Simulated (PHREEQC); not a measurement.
Consider water at 25 °C with 120 mmol/kgw NaH2PO4, 49 mmol/kgw NaOH and 0.0004 mmol/kgw H4SiO4. Closed to the air; pH follows from the charge balance.

Equilibrium calculation in PHREEQC: ion-association model, phreeqc.dat.

Question: The ionic strength comes out as 0.209 mol/kgw. What activity coefficients do H2PO4-, NaHPO4-, Na+, HPO4-2 get?

Answer: H2PO4- 0.74, NaHPO4- 0.74, Na+ 0.74, HPO4-2 0.29.

Precipitation was switched off in this run. Species that the database lacks are ignored.
